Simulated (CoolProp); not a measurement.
Vapour-liquid equilibrium of R134a (1) + R245fa (2) at 0.00168 MPa; x and y are mole fractions of (1).

Model: multi-fluid Helmholtz-energy mixture model, Tillner-Roth 1994 and Akasaka 2015; pair parameters Akasaka 2014, in CoolProp.

```tsv
x	bubble temperature, mixture model (K)	bubble temperature, Raoult's law (K)	y, mixture model	y, Raoult's law
0.05	210.5	210.6	0.407	0.400
0.125	204.6	204.8	0.675	0.669
0.2	200.5	200.7	0.797	0.794
0.275	197.5	197.6	0.863	0.862
0.35	195.0	195.2	0.904	0.903
0.425	193.1	193.2	0.931	0.931
0.5	191.4	191.5	0.949	0.950
0.575	189.9	190.0	0.963	0.964
0.65	188.7	188.7	0.974	0.974
0.725	187.5	187.6	0.982	0.982
0.8	186.5	186.5	0.988	0.988
0.875	185.6	185.6	0.993	0.993
0.95	184.7	184.7	0.998	0.998
```

The largest gap from Raoult's law is -0.2 K in bubble temperature, at x = 0.125. No azeotrope shows between x = 0.05 and 0.95.

Pair parameters are fitted to limited data, so mixtures are less certain than the pure fluids.
